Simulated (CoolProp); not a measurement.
Vapour-liquid equilibrium of benzene (1) + m-xylene (2) at 495.3 K; x and y are mole fractions of (1).

Model: multi-fluid Helmholtz-energy mixture model, Thol 2012 and Zhou 2012; pair parameters Bell 2016, in CoolProp.

| x | bubble pressure, mixture model (MPa) | bubble pressure, Raoult's law (MPa) | y, mixture model | y, Raoult's law |
|---|---|---|---|---|
| 0.05 | 0.6805 | 0.6887 | 0.121 | 0.147 |
| 0.2 | 0.8678 | 0.8991 | (withheld) | 0.450 |
| 0.35 | 1.060 | 1.110 | (withheld) | 0.638 |
| 0.5 | 1.261 | 1.320 | 0.708 | 0.766 |
| 0.65 | (withheld) | 1.530 | (withheld) | 0.859 |
| 0.8 | 1.697 | 1.741 | (withheld) | 0.929 |
| 0.95 | (withheld) | 1.951 | (withheld) | 0.984 |

**Question.** Some entries are withheld; supply them.

**Answer.** 
- 0.2, y, mixture model: 0.389
- 0.35, y, mixture model: 0.572
- 0.65, bubble pressure, mixture model (MPa): 1.473
- 0.65, y, mixture model: 0.814
- 0.8, y, mixture model: 0.902
- 0.95, bubble pressure, mixture model (MPa): 1.938
- 0.95, y, mixture model: 0.977

The largest gap from Raoult's law is -4.5 % in bubble pressure, at x = 0.5. No azeotrope shows between x = 0.05 and 0.95.

The pair parameters rest on a limited set of measurements; away from them the model extrapolates.
